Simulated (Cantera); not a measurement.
An adiabatic, constant-volume homogeneous reactor starts with 12.8 % CO, 0.983 % H₂, 1.40 % CH₄, 17.0 % O₂, 63.8 % N₂, 4.08 % CO₂, at 1298 K and 17.0 bar.

Detailed kinetics in Cantera: GRI-Mech 3.0 (53 species, 325 reactions). The pressure lies above the range GRI-Mech 3.0 was tuned for (to about 10 atm).

Problem. Predict: time of steepest temperature rise; temperature at 2.00 s; equilibrium temperature; x(CO) at 2.00 s; x(H₂) at 2.00 s; x(NO₂) at 2.00 s; x(H₂O) at 2.00 s.

Solution. 
* **time of steepest temperature rise**: 61.9 µs
* **temperature at 2.00 s**: 2703 K
* **equilibrium temperature**: 2703 K
* **x(CO) at 2.00 s**: 0.0117 (gas-phase equilibrium 0.0117)
* **x(H₂) at 2.00 s**: 0.000357 (gas-phase equilibrium 0.000357)
* **x(NO₂) at 2.00 s**: 4.32e-5 (gas-phase equilibrium 4.32e-5)
* **x(H₂O) at 2.00 s**: 0.0374 (gas-phase equilibrium 0.0374)
